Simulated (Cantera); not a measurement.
# Thermodynamics of aluminium nitride and oxide growth, feed Al + HCl + N₂

Charge: 1 mol Al, 2.9 mol HCl, 490 mol N₂, at 15.0 Pa.

Cantera equilibrium calculation (NASA polynomials, part measured and part estimated; ideal gas, pure solids and liquids). Candidate condensed phases: Al, AlCl₃, AlN, NH₄Cl; 20 gas species. The tables' values for AlCl₂ are old estimates; treat these amounts as uncertain. Equilibrium is a limit: real reactors are often held back by kinetics, nucleation or transport.

```
T (K)  log p N₂  log p HCl  log p Cl  log p H  log p AlCl  n AlN(s)
-----  --------  ---------  --------  -------  ----------  --------
723       -3.83      -6.43      <-15     <-15        <-15     0.436
823       -3.83      -6.46    -14.30   -14.42      -14.56     0.413
923       -3.83      -6.48    -12.83   -12.89      -12.14     0.394
1023      -3.83      -6.50    -11.64   -11.66      -10.20     0.379
1123      -3.83      -6.52    -10.67   -10.64       -8.61     0.358
1223      -3.83      -6.54     -9.87    -9.78       -7.30     0.220
1323      -3.83      -6.44     -9.03    -9.09       -6.74         0
1423      -3.83      -6.32     -8.24    -8.53       -6.61         0
1523      -3.83      -6.28     -7.64    -8.01       -6.56         0
1623      -3.83      -6.30     -7.19    -7.54       -6.53         0
1723      -3.83      -6.37     -6.85    -7.10       -6.53         0
1823      -3.83      -6.49     -6.60    -6.73       -6.52         0
1923      -3.83      -6.68     -6.42    -6.43       -6.53         0
```
log p: log10 of the partial pressure in bar; n: condensed amount in mol.

From 723 K to 1223 K the condensed part is AlN(s). From 1323 K to 1923 K nothing is condensed. The main Al-bearing gas is AlCl₃ at 723 K and AlCl at 1923 K.
